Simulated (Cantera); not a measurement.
An isothermal, constant-pressure homogeneous reactor starts with NO : N2 = 1 : 0.64 (molar parts), at 1550 K and 1.01 bar. Integrator tolerance rtol = 1e-08.

Computed with Cantera and GRI-Mech 3.0 (53 species, 325 reactions).

Problem. What does this change do: temperature 1550 to 2200 K?

Solution. 
| quantity | before | after |
|---|---|---|
| x(NO) at 8.00 s | 0.520 (gas-phase equilibrium 0.00176) | 0.0141 (gas-phase equilibrium 0.0141) |
| x(N2) at 8.00 s | 0.435 (gas-phase equilibrium 0.694) | 0.688 (gas-phase equilibrium 0.688) |
| x(O2) at 8.00 s | 0.0439 (gas-phase equilibrium 0.304) | 0.297 (gas-phase equilibrium 0.297) |
| x(O) at 8.00 s | 1.72e-6 (gas-phase equilibrium 4.31e-6) | 0.00147 (gas-phase equilibrium 0.00147) |
| x(NO2) at 8.00 s | 0.00113 (gas-phase equilibrium 9.82e-6) | 2.14e-5 (gas-phase equilibrium 2.14e-5) |
| x(N2O) at 8.00 s | 9.42e-5 (gas-phase equilibrium 1.00e-7) | 7.36e-7 (gas-phase equilibrium 7.36e-7) |

Problem. What does this change do: 0.063 parts H2O added?

Solution. 
| quantity | before | after |
|---|---|---|
| x(NO) at 8.00 s | 0.520 (gas-phase equilibrium 0.00176) | 0.503 (gas-phase equilibrium 0.00169) |
| x(N2) at 8.00 s | 0.435 (gas-phase equilibrium 0.694) | 0.417 (gas-phase equilibrium 0.669) |
| x(O2) at 8.00 s | 0.0439 (gas-phase equilibrium 0.304) | 0.0409 (gas-phase equilibrium 0.293) |
| x(O) at 8.00 s | 1.72e-6 (gas-phase equilibrium 4.31e-6) | 1.66e-6 (gas-phase equilibrium 4.23e-6) |
| x(NO2) at 8.00 s | 0.00113 (gas-phase equilibrium 9.82e-6) | 0.00106 (gas-phase equilibrium 9.28e-6) |
| x(N2O) at 8.00 s | 9.42e-5 (gas-phase equilibrium 1.00e-7) | 7.41e-5 (gas-phase equilibrium 9.49e-8) |
